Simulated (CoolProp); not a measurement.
Vapour-liquid equilibrium of ethane (1) + n-butane (2) at 2.75 °C; x and y are mole fractions of (1).

Model: multi-fluid Helmholtz-energy mixture model, Bücker 2006 and Bücker 2006; pair parameters Kunz 2012, in CoolProp.

```json
[
 {"x": "0.05", "bubble pressure, mixture model (kPa)": "211.5", "bubble pressure, Raoult's law (kPa)": "236.2", "y, mixture model": "0.467", "y, Raoult's law": "0.540"},
 {"x": "0.15", "bubble pressure, mixture model (kPa)": "414.5", "bubble pressure, Raoult's law (kPa)": "479.6", "y, mixture model": "0.740", "y, Raoult's law": "0.797"},
 {"x": "0.25", "bubble pressure, mixture model (kPa)": "627.2", "bubble pressure, Raoult's law (kPa)": "723.1", "y, mixture model": "0.837", "y, Raoult's law": "0.881"},
 {"x": "0.35", "bubble pressure, mixture model (kPa)": "847.7", "bubble pressure, Raoult's law (kPa)": "966.6", "y, mixture model": "0.887", "y, Raoult's law": "0.923"},
 {"x": "0.45", "bubble pressure, mixture model (kPa)": "1075", "bubble pressure, Raoult's law (kPa)": "1210", "y, mixture model": "0.918", "y, Raoult's law": "0.948"},
 {"x": "0.55", "bubble pressure, mixture model (kPa)": "1308", "bubble pressure, Raoult's law (kPa)": "1454", "y, mixture model": "0.939", "y, Raoult's law": "0.965"},
 {"x": "0.65", "bubble pressure, mixture model (kPa)": "1549", "bubble pressure, Raoult's law (kPa)": "1697", "y, mixture model": "0.955", "y, Raoult's law": "0.976"},
 {"x": "0.75", "bubble pressure, mixture model (kPa)": "1801", "bubble pressure, Raoult's law (kPa)": "1941", "y, mixture model": "0.968", "y, Raoult's law": "0.985"},
 {"x": "0.85", "bubble pressure, mixture model (kPa)": "2071", "bubble pressure, Raoult's law (kPa)": "2184", "y, mixture model": "0.981", "y, Raoult's law": "0.992"},
 {"x": "0.95", "bubble pressure, mixture model (kPa)": "2375", "bubble pressure, Raoult's law (kPa)": "2428", "y, mixture model": "0.993", "y, Raoult's law": "0.998"}
]
```

The largest gap from Raoult's law is -13.6 % in bubble pressure, at x = 0.15. No azeotrope shows between x = 0.05 and 0.95.

Pair parameters are fitted to limited data, so mixtures are less certain than the pure fluids.
